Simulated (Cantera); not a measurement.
Cantera run, input and output.

```python
import numpy as np
import cantera as ct

gas = ct.Solution("gri30.yaml")
gas.TPX = 400, 270000, {'CO': 1, 'H2': 0.097, 'CH4': 0.68, 'O2': 2.85, 'N2': 10.7}
flame = ct.FreeFlame(gas, width=0.02)
flame.set_refine_criteria(ratio=3, slope=0.08, curve=0.16)
flame.transport_model = "mixture-averaged"
flame.solve(loglevel=0, auto=True)
z, T = flame.grid, flame.T
thick = (T[-1] - T[0]) / np.gradient(T, z).max()
show = ['CO', 'H2', 'CH4', 'H', 'OH', 'C2H6']
print(f"laminar burning velocity  {flame.velocity[0] * 100:.3f} cm/s")
print(f"burnt temperature         {T[-1]:.1f} K")
print(f"thermal thickness         {thick * 1e3:.4f} mm")
print(f"grid points               {len(z)}")
z0 = z[flame.heat_release_rate.argmax()]
print(f"{'z/mm':>9s}{'T/K':>9s}{'u/(m/s)':>9s}" + "".join(f"{s:>11s}" for s in show))
rows = []
for k in (-3, -2, -1.5, -1, -0.5, -0.25, 0, 0.25, 0.5, 1, 2, 4, 8):
    zz = z0 + k * thick
    rows.append([k * thick, np.interp(zz, z, T), np.interp(zz, z, flame.velocity),
                 *(np.interp(zz, z, flame.X[gas.species_index(s)]) for s in show)])
    print(f"{rows[-1][0] * 1e3:9.3f}{rows[-1][1]:9.1f}{rows[-1][2]:9.3f}" + "".join(f"{x:11.3e}" for x in rows[-1][3:]))
```

It prints:

```
laminar burning velocity  29.174 cm/s
burnt temperature         1960.3 K
thermal thickness         0.2508 mm
grid points               144
     z/mm      T/K  u/(m/s)         CO         H2        CH4          H         OH       C2H6
   -0.752    400.2    0.292  6.525e-02  6.238e-03  4.436e-02  5.716e-17  2.477e-15  3.687e-09
   -0.502    402.9    0.294  6.523e-02  6.066e-03  4.426e-02  9.531e-15  4.336e-13  8.317e-08
   -0.376    413.0    0.301  6.515e-02  5.862e-03  4.387e-02  3.321e-13  1.372e-11  5.830e-07
   -0.251    475.4    0.347  6.452e-02  5.485e-03  4.154e-02  1.167e-10  2.702e-09  6.642e-06
   -0.125    804.8    0.588  6.083e-02  4.919e-03  2.937e-02  2.334e-06  4.108e-06  7.712e-05
   -0.063   1149.7    0.838  5.625e-02  4.596e-03  1.620e-02  7.950e-05  9.415e-05  1.464e-04
    0.000   1505.2    1.090  4.664e-02  3.662e-03  3.288e-03  6.353e-04  1.182e-03  1.891e-05
    0.063   1681.9    1.207  2.982e-02  2.115e-03  1.345e-04  1.129e-03  3.144e-03  2.816e-08
    0.125   1768.5    1.260  1.798e-02  1.544e-03  3.063e-06  1.025e-03  3.863e-03  1.615e-11
    0.251   1857.9    1.316  8.226e-03  1.050e-03  2.061e-09  5.522e-04  3.746e-03  1.232e-17
    0.502   1919.8    1.355  3.228e-03  4.867e-04  3.693e-14  1.591e-04  2.746e-03  3.951e-25
    1.003   1948.7    1.373  1.089e-03  1.685e-04  1.075e-17  3.150e-05  1.682e-03 -1.422e-28
    2.006   1958.5    1.379  3.873e-04  6.785e-05  3.197e-18  8.229e-06  1.103e-03 -4.491e-29
```

Cantera simulation using GRI-Mech 3.0 (53 species, 325 reactions); the numbers are that mechanism's predictions, not measurements. Burning velocities carry a grid error of a few per cent, more on coarse grids.
